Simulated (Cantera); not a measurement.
# Premixed flame

A freely propagating, adiabatic, planar premixed flame of 6.45 % CH₄, 16.1 % O₂, 77.4 % N₂, equivalence ratio 0.80, unburnt at 550 K and 158 Torr; mixture-averaged transport, grid criteria slope 0.08 and curve 0.16, no radiation.

Model: GRI-Mech 3.0 (53 species, 325 reactions), integrated in Cantera. Burning velocities carry a grid error of a few per cent, more on coarse grids.

| z (mm) | T (K) | u (m/s) | x CH₄ | x O₂ | x O | x CH₂ | x C₂H₄ | x H₂O₂ |
|---|---|---|---|---|---|---|---|---|
| -5.55 | 550 | 0.910 | 0.0645 | 0.161 | <1e-8 | <1e-8 | <1e-8 | <1e-8 |
| -3.70 | 551 | 0.912 | 0.0643 | 0.161 | <1e-8 | <1e-8 | 4.60e-8 | 6.84e-8 |
| -2.78 | 555 | 0.921 | 0.0640 | 0.161 | 1.38e-8 | <1e-8 | 3.47e-7 | 3.66e-7 |
| -1.85 | 589 | 0.981 | 0.0618 | 0.158 | 2.94e-7 | <1e-8 | 4.53e-6 | 1.87e-6 |
| -0.926 | 845 | 1.42 | 0.0469 | 0.139 | 1.43e-5 | 2.09e-7 | 6.59e-5 | 3.28e-6 |
| -0.463 | 1154 | 1.95 | 0.0276 | 0.111 | 0.000124 | 4.68e-6 | 0.000159 | 3.03e-6 |
| 0 | 1469 | 2.50 | 0.00752 | 0.0751 | 0.000996 | 2.00e-5 | 0.000109 | 8.47e-7 |
| 0.463 | 1599 | 2.72 | 0.000707 | 0.0537 | 0.00348 | 4.33e-6 | 6.56e-6 | 2.23e-7 |
| 0.926 | 1633 | 2.77 | 3.63e-5 | 0.0459 | 0.00494 | 2.50e-7 | 1.07e-7 | 2.03e-7 |
| 1.85 | 1668 | 2.82 | 1.01e-7 | 0.0414 | 0.00532 | <1e-8 | <1e-8 | 1.80e-7 |
| 3.70 | 1714 | 2.89 | <1e-8 | 0.0390 | 0.00482 | <1e-8 | <1e-8 | 1.42e-7 |
| 7.40 | 1772 | 2.97 | <1e-8 | 0.0373 | 0.00377 | <1e-8 | <1e-8 | 1.01e-7 |
| 14.8 | 1833 | 3.06 | <1e-8 | 0.0356 | 0.00254 | <1e-8 | <1e-8 | 6.66e-8 |
x: mole fraction of selected species; z is measured from the peak of heat release.

```
Property                      Value
------------------------  ---------
laminar burning velocity  90.9 cm/s
thermal thickness           1.85 mm
peak x(O)                   0.00533
peak x(CH₂)                 2.00e-5
peak x(C₂H₄)               0.000176
peak x(H₂O₂)                3.28e-6
```
